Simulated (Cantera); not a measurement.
Feed: 1 mol Si, 16 mol NH3, 9.5 mol N2, equilibrated at 798.15 K and 101000 Pa.

Equilibrium computed with Cantera from the NASA thermochemical tables; the gas is ideal and each condensed phase is pure. Candidate condensed phases: Si, Si3N4; 18 gas species. Rates play no part.

Base state: H2 0.587, N2 0.412, NH3 0.000891 (mole fractions); condensed: Si3N4(s).

Q: What changes in the equilibrium state with this change: temperature from 798.15 K to 2048 K?

A: 
```json
[
 {"species": "H2", "before": "0.587", "after": "0.586"},
 {"species": "N2", "before": "0.412", "after": "0.412"},
 {"species": "H", "before": "<1e-9", "after": "0.00170"},
 {"species": "NH3", "before": "0.000891", "after": "5.42e-6"},
 {"species": "SiH2", "before": "<1e-9", "after": "6.58e-5"},
 {"species": "Si", "before": "<1e-9", "after": "6.04e-5"},
 {"species": "SiH", "before": "<1e-9", "after": "2.83e-5"},
 {"species": "Si3N4(s), mol", "before": "0.333", "after": "0.331"}
]
```
Gases not in the tables: Si2H6 and higher silanes.

Q: What changes in the equilibrium state with this change: Si replaced by Ni?

A: 
```tsv
species	before	after
H2	0.587	0.578
N2	0.412	0.422
NH3	0.000891	0.000880
Si3N4(s), mol	0.333	0
Ni(s), mol	0	1.00
```
Further candidate phases: Ni.
